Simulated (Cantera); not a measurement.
A Cantera script and what it prints.

```python
import numpy as np
import cantera as ct

gas_names = """
    O2 F2
""".split()
cond_names = """
    Mg(L) MgF2(s) MgO(s)
""".split()


# ... load() reads the species with a 1 bar reference pressure and builds the phases ...
species = {s.name: s for s in load("nasa_gas.yaml", gas_names) + load("nasa_condensed.yaml", cond_names)}
T = 1275
g = {n: (s.thermo.h(T) - T * s.thermo.s(T)) / (ct.gas_constant * T * np.log(10)) for n, s in species.items()}
valid = cond_names  # the entries whose range holds T


def stable(la, lb):
    # potentials (over RT ln 10) of the two non-metals from log10 p(O2) and log10 p(F2) in bar
    mu = {}
    mu["O"] = (g["O2"] + la) / 2
    mu["F"] = (g["F2"] + lb) / 2
    cost = {}
    for n in valid:
        c = species[n].composition
        cost[n] = (g[n] - sum(c.get(e, 0) * m for e, m in mu.items())) / c["Mg"]
    return min(cost, key=cost.get)


results = []
for lb in [1, -0.9, -2.8, -4.8, -6.7, -8.6, -10.5, -12.5, -14.4, -16.3, -18.2, -20.2, -22.1, -24]:
    row = [stable(la, lb) for la in [-12, -11.4, -10.9, -10.3, -9.7, -9.1, -8.6, -8, -7.4, -6.9, -6.3, -5.7, -5.1, -4.6, -4, -3.4, -2.9, -2.3, -1.7, -1.1, -0.6, 0]]
    results.append(row)
    print(f"{lb:6.1f}  " + " ".join(f"{valid.index(n):x}" for n in row))
print("key: " + ", ".join(f"{i:x} {n}" for i, n in enumerate(valid)))
```

Output:

```
   1.0  1 1 1 1 1 1 1 1 1 1 1 1 1 1 1 1 1 1 1 1 1 1
  -0.9  1 1 1 1 1 1 1 1 1 1 1 1 1 1 1 1 1 1 1 1 1 1
  -2.8  1 1 1 1 1 1 1 1 1 1 1 1 1 1 1 1 1 1 1 1 1 1
  -4.8  1 1 1 1 1 1 1 1 1 1 1 1 1 1 1 1 1 1 1 1 1 1
  -6.7  1 1 1 1 1 1 1 1 1 1 1 1 1 1 1 1 1 1 1 1 1 1
  -8.6  1 1 1 1 1 1 1 1 1 1 1 1 1 1 1 1 1 1 1 1 1 1
 -10.5  1 1 1 1 1 1 1 1 1 1 1 1 1 1 1 1 1 1 1 1 1 1
 -12.5  1 1 1 1 1 1 1 1 1 1 1 1 1 1 1 1 1 1 1 1 1 1
 -14.4  1 1 1 1 1 1 1 1 1 1 1 1 1 1 1 1 1 1 1 1 1 1
 -16.3  1 1 1 1 1 1 1 1 1 1 1 1 1 1 1 1 1 1 1 1 1 1
 -18.2  1 1 1 1 1 1 1 1 1 1 1 1 1 1 1 1 1 1 1 1 1 2
 -20.2  1 1 1 1 1 1 1 1 1 1 1 1 1 1 2 2 2 2 2 2 2 2
 -22.1  1 1 1 1 1 1 1 2 2 2 2 2 2 2 2 2 2 2 2 2 2 2
 -24.0  1 2 2 2 2 2 2 2 2 2 2 2 2 2 2 2 2 2 2 2 2 2
key: 0 Mg(L), 1 MgF2(s), 2 MgO(s)
```

Cantera with NASA thermochemical tables; ideal gases at 1 bar, condensed phases pure. Not in the tables: oxide halides.
